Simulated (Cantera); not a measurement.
An isothermal, constant-pressure homogeneous reactor starts with 78.1 % NH3, 21.9 % N2, at 1625 K and 0.671 atm.

Model: the gas-phase N/H chemistry of the illustrative SiF4/NH3 mechanism in the Surface Chemkin manual (1991), integrated in Cantera. Walls and surfaces, which speed up NH3 decomposition in real reactors, are not modelled.

x: mole fraction; the columns are a selection and need not sum to one.

```json
[
 {"t (s)": "4.00e-5", "x NH3": "0.781", "x NH2": "…", "x N": "<1e-12", "x N2H4": "9.89e-11", "x NH": "1.25e-10", "x N2": "0.219"},
 {"t (s)": "8.66e-5", "x NH3": "0.781", "x NH2": "…", "x N": "<1e-12", "x N2H4": "5.03e-10", "x NH": "8.22e-10", "x N2": "0.219"},
 {"t (s)": "0.000188", "x NH3": "0.781", "x NH2": "…", "x N": "<1e-12", "x N2H4": "2.44e-9", "x NH": "4.75e-9", "x N2": "0.219"},
 {"t (s)": "0.000406", "x NH3": "0.781", "x NH2": "…", "x N": "5.97e-12", "x N2H4": "1.14e-8", "x NH": "2.28e-8", "x N2": "0.219"},
 {"t (s)": "0.000880", "x NH3": "0.781", "x NH2": "…", "x N": "2.15e-11", "x N2H4": "4.90e-8", "x NH": "8.64e-8", "x N2": "0.219"},
 {"t (s)": "0.00191", "x NH3": "0.781", "x NH2": "…", "x N": "6.56e-11", "x N2H4": "1.42e-7", "x NH": "2.09e-7", "x N2": "0.219"},
 {"t (s)": "0.00413", "x NH3": "0.781", "x NH2": "0.000118", "x N": "1.43e-10", "x N2H4": "1.94e-7", "x NH": "2.69e-7", "x N2": "0.219"},
 {"t (s)": "0.00894", "x NH3": "0.780", "x NH2": "0.000119", "x N": "2.75e-10", "x N2H4": "1.96e-7", "x NH": "2.75e-7", "x N2": "0.219"},
 {"t (s)": "0.0194", "x NH3": "0.778", "x NH2": "0.000118", "x N": "5.54e-10", "x N2H4": "1.95e-7", "x NH": "2.83e-7", "x N2": "0.219"},
 {"t (s)": "0.0420", "x NH3": "0.774", "x NH2": "0.000117", "x N": "1.13e-9", "x N2H4": "1.91e-7", "x NH": "2.96e-7", "x N2": "0.220"},
 {"t (s)": "0.0909", "x NH3": "0.767", "x NH2": "0.000116", "x N": "2.25e-9", "x N2H4": "1.85e-7", "x NH": "3.19e-7", "x N2": "0.221"},
 {"t (s)": "0.197", "x NH3": "0.750", "x NH2": "0.000113", "x N": "4.09e-9", "x N2H4": "1.76e-7", "x NH": "3.49e-7", "x N2": "0.224"},
 {"t (s)": "0.426", "x NH3": "0.716", "x NH2": "0.000107", "x N": "6.40e-9", "x N2H4": "1.60e-7", "x NH": "3.77e-7", "x N2": "0.229"},
 {"t (s)": "0.923", "x NH3": "0.651", "x NH2": "9.93e-5", "x N": "8.43e-9", "x N2H4": "1.37e-7", "x NH": "3.89e-7", "x N2": "0.239"},
 {"t (s)": "2.00", "x NH3": "0.541", "x NH2": "…", "x N": "9.56e-9", "x N2H4": "1.03e-7", "x NH": "3.73e-7", "x N2": "0.257"}
]
```

**Question.** Fill in the missing entries.

**Answer.** 
- 4.00e-5, x NH2: 2.87e-6
- 8.66e-5, x NH2: 6.22e-6
- 0.000188, x NH2: 1.34e-5
- 0.000406, x NH2: 2.89e-5
- 0.000880, x NH2: 5.96e-5
- 0.00191, x NH2: 0.000101
- 2.00, x NH2: 8.62e-5
